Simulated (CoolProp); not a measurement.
Vapour-liquid equilibrium of m-xylene (1) + n-undecane (2) at 0.0065 bar; x and y are mole fractions of (1).

Model: multi-fluid Helmholtz-energy mixture model, Zhou 2012 and Aleksandrov 2011; pair parameters Bell 2016, in CoolProp.

Give the bubble temperature and the first vapour's composition at x = 0.35, 0.65, 0.8. Is there an azeotrope?

x = 0.35: 32.4 °C, y = 0.899; x = 0.65: 22.8 °C, y = 0.974; x = 0.8: 19.5 °C, y = 0.989. No azeotrope shows between x = 0.05 and 0.95.

The pair parameters rest on a limited set of measurements; away from them the model extrapolates.
